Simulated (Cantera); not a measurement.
A Cantera script and its output.

```python
import numpy as np
import cantera as ct

gas = ct.Solution("gri30.yaml")
gas.TPX = 1750, 78000, {'CH4': 1, 'CO2': 0.98}
reactor = ct.IdealGasConstPressureReactor(gas, energy="off", clone=False)
net = ct.ReactorNet([reactor])
net.rtol, net.atol = 1e-08, 1e-18
show = ['CH4', 'CO2', 'H2O2', 'H2', 'C2H6']
times = np.geomspace(0.0003, 30, 12)

steps = ct.SolutionArray(gas, extra=["t"])
rows = []
print(f"{'t/s':>10s}{'T/K':>9s}{'P/Pa':>11s}" + "".join(f"{s:>11s}" for s in show))
for t in times:
    while net.time < t:
        t_next = net.step()
        steps.append(gas.state, t=t_next)
    rows.append([np.interp(t, steps.t, y) for y in (steps.T, steps.P, *steps(*show).X.T)])
    print(f"{t:10.3e}{rows[-1][0]:9.1f}{rows[-1][1]:11.4g}" + "".join(f"{x:11.3e}" for x in rows[-1][2:]))
rate = np.gradient(steps.T, steps.t)
print("integrator steps:", len(steps.t))
if steps.T.max() > steps.T[0] + 200:
    print(f"time of steepest temperature rise: {steps.t[rate.argmax()]:.4e} s")
gas.TPX = 1750, 78000, {'CH4': 1, 'CO2': 0.98}
gas.equilibrate("TP")
print(f"equilibrium (TP): T = {gas.T:.1f} K  " + "  ".join(f"{s} {gas[s].X[0]:.3e}" for s in show))
```

It prints:

```
       t/s      T/K       P/Pa        CH4        CO2       H2O2         H2       C2H6
 3.000e-04   1750.0    7.8e+04  4.782e-01  4.895e-01  6.801e-15  1.855e-02  2.231e-03
 8.544e-04   1750.0    7.8e+04  4.034e-01  4.646e-01  4.360e-14  8.357e-02  2.063e-03
 2.433e-03   1750.0    7.8e+04  2.839e-01  4.020e-01  1.708e-13  1.909e-01  7.978e-04
 6.930e-03   1750.0    7.8e+04  1.587e-01  2.958e-01  7.018e-13  2.616e-01  2.657e-04
 1.974e-02   1750.0    7.8e+04  6.107e-02  1.462e-01  2.988e-12  2.558e-01  6.085e-05
 5.621e-02   1750.0    7.8e+04  2.452e-02  6.831e-02  4.323e-12  2.701e-01  1.298e-05
 1.601e-01   1750.0    7.8e+04  1.819e-02  4.651e-02  1.856e-12  3.311e-01  5.607e-06
 4.560e-01   1750.0    7.8e+04  1.251e-02  2.720e-02  5.528e-13  3.963e-01  2.135e-06
 1.299e+00   1750.0    7.8e+04  7.297e-03  1.333e-02  1.226e-13  4.477e-01  6.612e-07
 3.699e+00   1750.0    7.8e+04  3.868e-03  5.524e-03  2.025e-14  4.785e-01  1.912e-07
 1.053e+01   1750.0    7.8e+04  2.098e-03  1.898e-03  2.353e-15  4.934e-01  6.172e-08
 3.000e+01   1750.0    7.8e+04  1.322e-03  4.665e-04  1.414e-16  4.993e-01  2.647e-08
integrator steps: 2165
equilibrium (TP): T = 1750.0 K  CH4 1.043e-03  CO2 3.278e-06  H2O2 6.974e-21  H2 5.013e-01  C2H6 1.705e-08
```

Computed with Cantera and GRI-Mech 3.0 (53 species, 325 reactions).
